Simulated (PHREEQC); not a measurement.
0.24 g of hydrous ferric oxide (600 m²/g; 0.2 weak and 0.005 strong sites per Fe, Dzombak-Morel constants, diffuse double layer) in 1 kg of water with 0.001 mol/kgw of an inert sodium salt and 0.0017 mmol/kgw CuSO4, at 25 °C; the pH is set by adding NaOH or the inert anion's acid. Oxygen alone is held at its pressure in air (log pO2 = -0.68). The system is closed to CO2. Nothing may precipitate in this run.

Base run: PHREEQC, ion-association model, wateq4f.dat. Each further column changes one thing. The table gives S sorbed (%).

| pH | base | no electrostatic term (-no_edl) | background salt from 0.001 to 0.0001 mol/kgw | oxide from 0.24 to 1.2 g/kgw | 6.9e-05 mol/kgw BaCl2 added |
|---|---|---|---|---|---|
| 4 | 100.0 | 0.1 | 100.0 | 100.0 | 100.0 |
| 4.38 | 100.0 | 0.1 | 100.0 | 100.0 | 100.0 |
| 4.75 | 100.0 | 0.1 | 100.0 | 100.0 | 100.0 |
| 5.5 | 99.5 | 0.1 | ___ | ___ | 99.4 |
| 5.88 | 97.6 | 0.1 | 98.4 | 99.5 | ___ |
| 6.25 | 89.8 | 0.2 | ___ | 97.8 | 89.2 |
| 6.62 | 64.5 | 0.2 | 69.7 | 90.1 | 63.3 |
| 7.38 | 6.1 | 0.2 | 7.0 | 24.1 | 6.4 |
| 7.75 | 1.2 | 0.2 | 1.4 | 5.7 | ___ |
| 8.12 | 0.2 | 0.2 | 0.3 | ___ | 0.3 |
| 8.5 | 0.0 | 0.2 | 0.0 | 0.2 | 0.1 |
| 9.25 | 0.0 | 0.1 | 0.0 | 0.0 | 0.0 |
| 9.62 | 0.0 | 0.0 | 0.0 | 0.0 | 0.0 |
| 10 | 0.0 | 0.0 | 0.0 | 0.0 | 0.0 |

**Question.** What belongs in the gaps?

**Answer.** 
- 5.5, background salt from 0.001 to 0.0001 mol/kgw: 99.7
- 5.5, oxide from 0.24 to 1.2 g/kgw: 99.9
- 5.88, 6.9e-05 mol/kgw BaCl2 added: 97.4
- 6.25, background salt from 0.001 to 0.0001 mol/kgw: 92.3
- 7.75, 6.9e-05 mol/kgw BaCl2 added: 1.5
- 8.12, oxide from 0.24 to 1.2 g/kgw: 1.1

The database's constant for dissolved Cu(OH)2 is higher than later reviews accept.
